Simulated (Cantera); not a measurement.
A Cantera script and its output.

```python
import numpy as np
import cantera as ct

surf = ct.Interface("ptcombust.yaml", "Pt_surf")
gas = surf.adjacent["gas"]
gas.TPX = 1223, 51000, {'CH4': 0.025, 'O2': 0.0083, 'N2': 0.79, 'H2O': 0.085}
surf.TP = 1223, 51000
reactor = ct.FlowReactor(gas, clone=False)
reactor.area = 0.0001  # m2
reactor.surface_area_to_volume_ratio = 140  # 1/m
reactor.mass_flow_rate = 1 * reactor.area * gas.density  # inlet velocity 1 m/s
reactor.energy_enabled = False
wall = ct.ReactorSurface(surf, reactor, clone=False)
net = ct.ReactorNet([reactor])
net.rtol, net.atol = 1e-8, 1e-16
show, cover = ['CH4', 'O2', 'H2O', 'CO2', 'CO'], ['PT(S)', 'H(S)', 'O(S)', 'OH(S)', 'CO(S)', 'C(S)']

rows = []
print(f"{'z/m':>9s}{'u/(m/s)':>9s}" + "".join(f"{s:>13s}" for s in show + cover))
for z in [0.00096, 0.0016, 0.0027, 0.0044, 0.0074, 0.012, 0.021, 0.034, 0.057, 0.096]:
    net.advance(z)
    rows.append([reactor.speed, *gas[show].X, *surf[cover].coverages])
    print(f"{z:9.4g}{rows[-1][0]:9.3g}" + "".join(f"{x:13.4e}" for x in rows[-1][1:]))
```

It prints:

```
      z/m  u/(m/s)          CH4           O2          H2O          CO2           CO        PT(S)         H(S)         O(S)        OH(S)        CO(S)         C(S)
  0.00096     1.01   1.8196e-02   2.9036e-03   9.5649e-02   7.1967e-05   8.9286e-03   9.5919e-01   3.1513e-03   2.0496e-05   2.3078e-05   1.4676e-02   2.2924e-02
   0.0016     1.02   1.4049e-02   1.4090e-03   9.3900e-02   1.1492e-04   1.2854e-02   9.4779e-01   3.8335e-03   1.2678e-05   1.7849e-05   2.0484e-02   2.7840e-02
   0.0027     1.03   9.1519e-03   4.2187e-04   9.0204e-02   1.7750e-04   1.7457e-02   9.4064e-01   4.5818e-03   8.2314e-06   1.4071e-05   2.7284e-02   2.7453e-02
   0.0044     1.04   4.7888e-03   6.7491e-05   8.5789e-02   2.6311e-04   2.1514e-02   9.4186e-01   5.2163e-03   6.1608e-06   1.1898e-05   3.3637e-02   1.9255e-02
   0.0074     1.04   1.5334e-03   2.6622e-06   8.2000e-02   4.0659e-04   2.4456e-02   9.4816e-01   5.6793e-03   5.2044e-06   1.0727e-05   3.8704e-02   7.4205e-03
    0.012     1.05   2.6530e-04   1.8204e-08   8.0316e-02   6.2400e-04   2.5440e-02   9.5213e-01   5.8651e-03   4.9027e-06   1.0322e-05   4.0583e-02   1.3879e-03
    0.021     1.05   8.4738e-06   1.1431e-12   7.9598e-02   1.0431e-03   2.5265e-02   9.5357e-01   5.9219e-03   4.8009e-06   1.0176e-05   4.0421e-02   5.9418e-05
    0.034     1.05   5.8051e-08   1.1652e-13   7.9001e-02   1.6304e-03   2.4685e-02   9.5443e-01   5.9534e-03   4.7282e-06   1.0065e-05   3.9566e-02   1.4695e-05
    0.057     1.05   7.3954e-11   1.1048e-13   7.8013e-02   2.6191e-03   2.3697e-02   9.5586e-01   6.0042e-03   4.6112e-06   9.8846e-06   3.8095e-02   1.4219e-05
    0.096     1.05   6.1059e-11   1.0170e-13   7.6469e-02   4.1629e-03   2.2153e-02   9.5809e-01   6.0830e-03   4.4350e-06   9.6087e-06   3.5780e-02   1.3918e-05
```

Computed with Cantera and Deutschmann's 1995 Pt surface mechanism with GRI-Mech 3.0 gas chemistry. Catalytic surfaces can have several steady states; this one follows from the mechanism file's or the stated starting coverage. Mass transfer to the wall is taken as infinitely fast.
